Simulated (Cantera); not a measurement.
An adiabatic, constant-pressure homogeneous reactor starts with CH4 : O2 : N2 = 1 : 3.23 : 12.1 (molar parts), at 1000 K and 10.0 bar.

Detailed kinetics in Cantera: GRI-Mech 3.0 (53 species, 325 reactions).

Problem. Predict: time of steepest temperature rise; temperature at 6.00 s; equilibrium temperature; x(O2) at 6.00 s; x(CO) at 6.00 s; x(CO2) at 6.00 s; x(H2O2) at 6.00 s; x(H2) at 6.00 s.

Solution. time of steepest temperature rise: 73.0 ms
temperature at 6.00 s: 2247 K
equilibrium temperature: 2247 K
x(O2) at 6.00 s: 0.0708 (gas-phase equilibrium 0.0708)
x(CO) at 6.00 s: 0.000596 (gas-phase equilibrium 0.000596)
x(CO2) at 6.00 s: 0.0606 (gas-phase equilibrium 0.0606)
x(H2O2) at 6.00 s: 3.91e-7 (gas-phase equilibrium 3.91e-7)
x(H2) at 6.00 s: 0.000219 (gas-phase equilibrium 0.000219)
